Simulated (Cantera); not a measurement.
An isothermal, constant-pressure homogeneous reactor starts with CO : O2 : H2O : N2 = 0.0084 : 0.0031 : 0.016 : 1 (molar parts), at 1225 K and 4.93 atm.

Cantera simulation using GRI-Mech 3.0 (53 species, 325 reactions); the numbers are that mechanism's predictions, not measurements.

x: mole fraction; the columns are a selection and need not sum to one.

| t (s) | x CO | x O2 | x H2O | x H2 | x NO | x HO2 | x CO2 |
|---|---|---|---|---|---|---|---|
| 0.000200 | 0.00818 | 0.00302 | 0.0156 | 1.57e-9 | <1e-12 | [?] | 1.13e-8 |
| 0.000492 | 0.00817 | 0.00302 | 0.0156 | 3.50e-8 | <1e-12 | [?] | 2.10e-7 |
| 0.00121 | 0.00810 | 0.00298 | 0.0156 | 1.41e-5 | 5.49e-11 | [?] | 7.36e-5 |
| 0.00298 | 0.00464 | 0.00138 | 0.0153 | 0.000271 | 5.42e-8 | [?] | 0.00355 |
| 0.00733 | 0.00171 | 7.04e-5 | 0.0150 | 0.000566 | 1.40e-7 | [?] | 0.00649 |
| 0.0180 | 0.00127 | 2.77e-6 | 0.0147 | 0.000880 | 1.49e-7 | [?] | 0.00693 |
| 0.0444 | 0.00116 | 3.74e-7 | 0.0146 | 0.000991 | 1.48e-7 | 7.77e-10 | 0.00704 |
| 0.109 | 0.00110 | 7.87e-8 | 0.0146 | 0.00105 | 1.44e-7 | 1.40e-10 | 0.00710 |
| 0.269 | 0.00106 | 2.05e-8 | 0.0145 | 0.00109 | 1.37e-7 | 2.68e-11 | 0.00714 |
| 0.661 | 0.00103 | 6.08e-9 | 0.0145 | 0.00112 | 1.27e-7 | 4.80e-12 | 0.00717 |
| 1.63 | 0.00101 | 1.90e-9 | 0.0145 | 0.00114 | 1.17e-7 | <1e-12 | 0.00719 |
| 4.00 | 0.000992 | 5.67e-10 | 0.0145 | 0.00116 | 1.05e-7 | <1e-12 | 0.00721 |

### Question
Fill in the missing entries.

### Answer

- 0.000200, x HO2: 2.55e-9
- 0.000492, x HO2: 4.77e-8
- 0.00121, x HO2: 4.07e-6
- 0.00298, x HO2: 2.67e-6
- 0.00733, x HO2: 1.56e-7
- 0.0180, x HO2: 6.12e-9
